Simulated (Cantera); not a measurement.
Input: 1 mol MgO, 0.62 mol SO3, 0.1 mol H2O, held at 1773.15 K and 1000 Pa.

Method: chemical equilibrium by Gibbs-energy minimisation in Cantera with the NASA 1993 tables (ideal gas, pure condensed phases). Candidate condensed phases: H2O, H2SO4, Mg, MgO, Mg(OH)2, MgS, MgSO4, S; 26 gas species. Equilibrium is a limit: real reactors are often held back by kinetics, nucleation or transport.

Base state: SO2 0.601, O2 0.300, H2O 0.0959, OH 0.00198, O 0.000515, SO3 0.000381, SO 0.000160, H2 7.32e-5 (mole fractions); condensed: MgO(s).

Question: What changes in the equilibrium state with this change: pressure from 1000 Pa to 510000 Pa?

Answer: 
```csv
species,before,after
SO2,0.601,0.596
O2,0.300,0.298
H2O,0.0959,0.0973
SO3,0.000381,0.00850
H,2.44e-5,2.29e-7
SO,0.000160,7.06e-6
"MgO(s), mol",1.000,1.000
```

Question: What changes in the equilibrium state with this change: MgO replaced by MgCO3?

Answer: 
```json
[
 {"species": "CO2", "before": "0", "after": "0.490"},
 {"species": "SO2", "before": "0.601", "after": "0.305"},
 {"species": "O2", "before": "0.300", "after": "0.153"},
 {"species": "H2O", "before": "0.0959", "after": "0.0485"},
 {"species": "CO", "before": "0", "after": "0.00194"},
 {"species": "SO3", "before": "0.000381", "after": "0.000138"},
 {"species": "OH", "before": "0.00198", "after": "0.00119"},
 {"species": "H2", "before": "7.32e-5", "after": "5.18e-5"},
 {"species": "SO", "before": "0.000160", "after": "0.000114"},
 {"species": "MgO(s), mol", "before": "1.000", "after": "1.000"}
]
```
Further candidate phases: C, C6H6, C7H8, C8H18, MgCO3.
